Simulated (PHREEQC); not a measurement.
**Silver or lead bath (model solution)**

Dissolve 0.0034 mol Pb(NO3)2, 0.00015 mol NaNO3 and 0.0015 mol Zn(NO3)2 per kg of water at 25 °C. Closed to the air; pH follows from the charge balance.

The numbers come from PHREEQC with the ion-association model, phreeqc.dat.

Precipitation was switched off in this run.

Q: Predict the pH.

A: pH 5.18.

Q: In which forms is N present?

A: NO3- 97 %, PbNO3+ 2.8 % of the N.
